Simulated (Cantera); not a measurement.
A Cantera script and what it prints.

```python
import numpy as np
import cantera as ct

gas_names = [...]  # 151 gases of nasa_gas.yaml made of C, H, N, O, Si
cond_names = """
    C(gr) C6H6(L) C7H8(L) C8H18(L),n-octa H2O(s) H2O(L) Si(cr) Si(L) SiC(b) SiO2(Lqz) SiO2(hqz) SiO2(L)
    Si2N2O(s) Si3N4(a)
""".split()


# ... load() reads the species with a 1 bar reference pressure and builds the phases ...
atoms = {
    'HMDSO': {'Si': 2, 'C': 6, 'H': 18, 'O': 1},
    'NO': {'N': 1, 'O': 1},
    'O3': {'O': 3},
}
top_T = {'C(gr)': 4500, 'SiC(b)': 3050, 'Si2N2O(s)': 2100, 'Si3N4(a)': 2400}  # K; cautious upper limits of use, not melting points


# ... equilibrate(T, P, feed) seeds the gas with the atoms and calls Mixture.equilibrate('TP', solver="vcs", rtol=1e-11, max_steps=5000) ...
results = []
T = 1823.15  # K
P = 1500  # Pa
for m in [2.5, 2.9, 3.3, 3.7, 4.2, 4.8, 5.5, 6.2, 7.1, 8.1, 9.2, 10, 12]:
    feed = {'HMDSO': 1, 'NO': m, 'O3': 0.47}  # mol
    mix = equilibrate(T, P, feed)
    results.append((T, P, feed, dict(zip(mix.species_names, mix.species_moles))))
    x = sorted(zip(gas.X, gas.species_names), reverse=True)
    print(f"T = {T:g} K  P = {P:g} Pa  n(NO) = {m:g} mol  gas = {mix.phase_moles(0):.4g} mol")
    print("   x: " + "  ".join(f"{s} {v:.3e}" for v, s in x if v > 0.001))
    print("   condensed (mol): " + ("  ".join(f"{mix.phase(i).name} {mix.phase_moles(i):.4g}"
          for i in range(1, mix.n_phases) if mix.phase_moles(i) > 1e-12) or "none"))
```

Output:

```
T = 1823.15 K  P = 1500 Pa  n(NO) = 2.5 mol  gas = 15.18 mol
   x: H2 5.913e-01  CO 2.933e-01  N2 8.215e-02  SiO 3.015e-02  H 2.723e-03
   condensed (mol): SiC(b) 1.542
T = 1823.15 K  P = 1500 Pa  n(NO) = 2.9 mol  gas = 15.78 mol
   x: H2 5.688e-01  CO 2.948e-01  N2 9.171e-02  SiO 4.165e-02  H 2.671e-03
   condensed (mol): SiC(b) 1.342
T = 1823.15 K  P = 1500 Pa  n(NO) = 3.3 mol  gas = 16.38 mol
   x: H2 5.479e-01  CO 2.962e-01  N2 1.006e-01  SiO 5.232e-02  H 2.622e-03
   condensed (mol): SiC(b) 1.142
T = 1823.15 K  P = 1500 Pa  n(NO) = 3.7 mol  gas = 16.98 mol
   x: H2 5.285e-01  CO 2.975e-01  N2 1.088e-01  SiO 6.224e-02  H 2.575e-03
   condensed (mol): SiC(b) 0.942
T = 1823.15 K  P = 1500 Pa  n(NO) = 4.2 mol  gas = 17.73 mol
   x: H2 5.061e-01  CO 2.990e-01  N2 1.183e-01  SiO 7.370e-02  H 2.520e-03
   condensed (mol): SiC(b) 0.692
T = 1823.15 K  P = 1500 Pa  n(NO) = 4.8 mol  gas = 18.63 mol
   x: H2 4.816e-01  CO 3.007e-01  N2 1.287e-01  SiO 8.623e-02  H 2.458e-03
   condensed (mol): SiC(b) 0.392
T = 1823.15 K  P = 1500 Pa  n(NO) = 5.5 mol  gas = 19.68 mol
   x: H2 4.559e-01  CO 3.024e-01  N2 1.396e-01  SiO 9.940e-02  H 2.391e-03
   condensed (mol): SiC(b) 0.04192
T = 1823.15 K  P = 1500 Pa  n(NO) = 6.2 mol  gas = 19.55 mol
   x: H2 4.578e-01  CO 3.067e-01  N2 1.586e-01  SiO 7.279e-02  H 2.396e-03  H2O 1.436e-03
   condensed (mol): SiO2(L) 0.5771
T = 1823.15 K  P = 1500 Pa  n(NO) = 7.1 mol  gas = 19.14 mol
   x: H2 4.654e-01  CO 3.128e-01  N2 1.854e-01  SiO 2.978e-02  H2O 3.568e-03  H 2.416e-03
   condensed (mol): SiO2(L) 1.43
T = 1823.15 K  P = 1500 Pa  n(NO) = 8.1 mol  gas = 19.15 mol
   x: H2 4.429e-01  CO 3.087e-01  N2 2.115e-01  H2O 2.591e-02  CO2 4.618e-03  SiO 3.903e-03  H 2.357e-03
   condensed (mol): SiO2(L) 1.925
T = 1823.15 K  P = 1500 Pa  n(NO) = 9.2 mol  gas = 19.65 mol
   x: H2 3.872e-01  CO 2.919e-01  N2 2.341e-01  H2O 6.974e-02  CO2 1.344e-02  H 2.204e-03  SiO 1.268e-03
   condensed (mol): SiO2(L) 1.975
T = 1823.15 K  P = 1500 Pa  n(NO) = 10 mol  gas = 20.04 mol
   x: H2 3.477e-01  CO 2.788e-01  N2 2.495e-01  H2O 1.004e-01  CO2 2.059e-02  H 2.088e-03
   condensed (mol): SiO2(L) 1.984
T = 1823.15 K  P = 1500 Pa  n(NO) = 12 mol  gas = 21.03 mol
   x: N2 2.853e-01  H2 2.580e-01  CO 2.444e-01  H2O 1.691e-01  CO2 4.094e-02  H 1.799e-03
   condensed (mol): SiO2(L) 1.993
```

These are equilibrium values from Cantera (NASA tables, ideal gas, pure condensed phases), not measurements of a reactor. The feed counts by its element totals alone. The tables hold silica as quartz up to 1696 K and as liquid above; real silica turns to tridymite and cristobalite and melts near 1996 K.
